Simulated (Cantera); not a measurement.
Cantera run:

```python
import numpy as np
import cantera as ct

gas_names = """
    H H2 Pb Pb2
""".split()
cond_names = """
    Pb(cr) Pb(L)
""".split()


# ... load() reads the species with a 1 bar reference pressure and builds the phases ...
atoms = {
    'Pb': {'Pb': 1},
    'H2': {'H': 2},
}
top_T = {}  # K; cautious upper limits of use, not melting points


# ... equilibrate(T, P, feed) seeds the gas with the atoms and calls Mixture.equilibrate('TP', solver="vcs", rtol=1e-11, max_steps=5000) ...
results = []
feed = {'Pb': 1, 'H2': 0.99}  # mol
for P in [10, 42, 180, 750, 3200, 13000, 56000, 240000, 1000000]:
    for T in [523, 623, 723, 823, 923, 1023, 1123, 1223, 1323]:
        mix = equilibrate(T, P, feed)
        results.append((T, P, feed, dict(zip(mix.species_names, mix.species_moles))))

for T, P, feed, n in results:
    print(f"{T:7g} {P:10.4g}  " + (" + ".join(c for c in cond_names if n.get(c, 0) > 1e-12) or "gas only"))
```

It prints:

```
    523         10  Pb(cr)
    623         10  Pb(L)
    723         10  Pb(L)
    823         10  Pb(L)
    923         10  Pb(L)
   1023         10  Pb(L)
   1123         10  gas only
   1223         10  gas only
   1323         10  gas only
    523         42  Pb(cr)
    623         42  Pb(L)
    723         42  Pb(L)
    823         42  Pb(L)
    923         42  Pb(L)
   1023         42  Pb(L)
   1123         42  Pb(L)
   1223         42  gas only
   1323         42  gas only
    523        180  Pb(cr)
    623        180  Pb(L)
    723        180  Pb(L)
    823        180  Pb(L)
    923        180  Pb(L)
   1023        180  Pb(L)
   1123        180  Pb(L)
   1223        180  gas only
   1323        180  gas only
    523        750  Pb(cr)
    623        750  Pb(L)
    723        750  Pb(L)
    823        750  Pb(L)
    923        750  Pb(L)
   1023        750  Pb(L)
   1123        750  Pb(L)
   1223        750  Pb(L)
   1323        750  Pb(L)
    523       3200  Pb(cr)
    623       3200  Pb(L)
    723       3200  Pb(L)
    823       3200  Pb(L)
    923       3200  Pb(L)
   1023       3200  Pb(L)
   1123       3200  Pb(L)
   1223       3200  Pb(L)
   1323       3200  Pb(L)
    523    1.3e+04  Pb(cr)
    623    1.3e+04  Pb(L)
    723    1.3e+04  Pb(L)
    823    1.3e+04  Pb(L)
    923    1.3e+04  Pb(L)
   1023    1.3e+04  Pb(L)
   1123    1.3e+04  Pb(L)
   1223    1.3e+04  Pb(L)
   1323    1.3e+04  Pb(L)
    523    5.6e+04  Pb(cr)
    623    5.6e+04  Pb(L)
    723    5.6e+04  Pb(L)
    823    5.6e+04  Pb(L)
    923    5.6e+04  Pb(L)
   1023    5.6e+04  Pb(L)
   1123    5.6e+04  Pb(L)
   1223    5.6e+04  Pb(L)
   1323    5.6e+04  Pb(L)
    523    2.4e+05  Pb(cr)
    623    2.4e+05  Pb(L)
    723    2.4e+05  Pb(L)
    823    2.4e+05  Pb(L)
    923    2.4e+05  Pb(L)
   1023    2.4e+05  Pb(L)
   1123    2.4e+05  Pb(L)
   1223    2.4e+05  Pb(L)
   1323    2.4e+05  Pb(L)
    523      1e+06  Pb(cr)
    623      1e+06  Pb(L)
    723      1e+06  Pb(L)
    823      1e+06  Pb(L)
    923      1e+06  Pb(L)
   1023      1e+06  Pb(L)
   1123      1e+06  Pb(L)
   1223      1e+06  Pb(L)
   1323      1e+06  Pb(L)
```

These are equilibrium values from Cantera (NASA tables, ideal gas, pure condensed phases), not measurements of a reactor.
